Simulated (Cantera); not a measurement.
Charge: 1 mol (CH3)2SiCl2, 0.23 mol CH4, 230 mol H2, 1.8 mol HCl, equilibrated at 0.0100 bar.

Method: chemical equilibrium by Gibbs-energy minimisation in Cantera with the NASA 1993 tables (ideal gas, pure condensed phases). Candidate condensed phases: C, C6H6, C7H8, C8H18, Si, SiC; 109 gas species. The feed counts by its element totals alone. Equilibrium is a limit: real reactors are often held back by kinetics, nucleation or transport. All values below are at 1048 K.

Base state: H2 0.983, HCl 0.0161, CH4 0.000565 (mole fractions); condensed: C(graphite) + SiC(s).

Question: What changes in the equilibrium state with this change: (CH3)2SiCl2 replaced by Si(CH3)4?

Answer: 
| species | before | after |
|---|---|---|
| H2 | 0.983 | 0.992 |
| HCl | 0.0161 | 0.00756 |
| CH4 | 0.000565 | 0.000574 |
| C(graphite), mol | 1.10 | 3.09 |
| SiC(s), mol | 1.000 | 1.000 |
